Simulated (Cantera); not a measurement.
A closed system holds: 1 mol PbCl2, 22 mol H2, at 1273.15 K and 0.640 bar.

These are equilibrium values from Cantera (NASA tables, ideal gas, pure condensed phases), not measurements of a reactor. Candidate condensed phases: Pb, PbCl2; 10 gas species. Kinetics and transport are ignored.

Base state: H2 0.914, HCl 0.0712, PbCl 0.00861, PbCl2 0.00325, Pb 0.00287 (mole fractions); condensed: Pb(l).

Task: What changes in the equilibrium state with this change: pressure from 0.640 bar to 72.0 Pa?

Result: 
| species | before | after |
|---|---|---|
| H2 | 0.914 | 0.879 |
| HCl | 0.0712 | 0.0791 |
| Pb | 0.00287 | 0.0374 |
| PbCl2 | 0.00325 | 6.12e-5 |
| H | 8.54e-7 | 2.50e-5 |
| PbCl | 0.00861 | 0.00426 |
| Pb(l), mol | 0.659 | 0 |
